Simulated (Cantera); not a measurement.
What does this Cantera script print?

```python
import numpy as np
import cantera as ct

gas = ct.Solution("h2o2.yaml")
gas.TPX = 1223, 2666, {'H2': 0.025, 'O2': 1}
inlet = ct.Reservoir(gas, clone=True)

reactor = ct.IdealGasConstPressureReactor(gas, energy="off", clone=False)
exhaust = ct.Reservoir(gas, clone=True)
tau = [1.3, 0.66, 0.32, 0.16, 0.078, 0.038, 0.019, 0.0092, 0.0045, 0.0022, 0.0011][0]
for a, b in ((inlet, reactor), (reactor, exhaust)):
    ct.MassFlowController(a, b, mdot=lambda t: reactor.mass / tau)
net = ct.ReactorNet([reactor])
show = ['H2', 'O2', 'OH', 'HO2', 'H2O', 'H']

rows = []
print(f"{'tau/s':>10s}{'T/K':>9s}" + "".join(f"{s:>11s}" for s in show))
for tau in [1.3, 0.66, 0.32, 0.16, 0.078, 0.038, 0.019, 0.0092, 0.0045, 0.0022, 0.0011]:
    net.initial_time = 0.0
    net.advance(30 * tau)
    before = gas.X
    net.advance(40 * tau)
    drift = np.max(np.abs(gas.X - before) / (gas.X + 1e-9))
    rows.append([gas.T, *gas[show].X, drift])
    print(f"{tau:10.3e}{gas.T:9.1f}" + "".join(f"{x:11.3e}" for x in gas[show].X))
```

Result:

```
     tau/s      T/K         H2         O2         OH        HO2        H2O          H
 1.300e+00   1223.0  5.264e-05  9.740e-01  4.932e-04  9.576e-07  2.436e-02  3.093e-05
 6.600e-01   1223.0  7.795e-05  9.733e-01  6.152e-04  1.235e-06  2.425e-02  5.918e-05
 3.200e-01   1223.0  1.181e-04  9.723e-01  7.760e-04  1.586e-06  2.409e-02  1.162e-04
 1.600e-01   1223.0  1.754e-04  9.709e-01  9.634e-04  1.967e-06  2.387e-02  2.156e-04
 7.800e-02   1223.0  2.648e-04  9.689e-01  1.194e-03  2.398e-06  2.354e-02  3.925e-04
 3.800e-02   1223.0  4.032e-04  9.665e-01  1.463e-03  2.843e-06  2.309e-02  6.730e-04
 1.900e-02   1223.0  6.150e-04  9.639e-01  1.757e-03  3.266e-06  2.251e-02  1.051e-03
 9.200e-03   1223.0  9.848e-04  9.615e-01  2.105e-03  3.688e-06  2.168e-02  1.532e-03
 4.500e-03   1223.0  1.624e-03  9.598e-01  2.499e-03  4.075e-06  2.056e-02  2.032e-03
 2.200e-03   1223.0  2.767e-03  9.593e-01  2.938e-03  4.407e-06  1.895e-02  2.467e-03
 1.100e-03   1223.0  4.715e-03  9.602e-01  3.338e-03  4.616e-06  1.668e-02  2.692e-03
```

Detailed kinetics in Cantera: the H2/O2 subset of GRI-Mech 3.0, which has no nitrogen chemistry. Radical loss at walls, strong at low pressure, is not modelled.
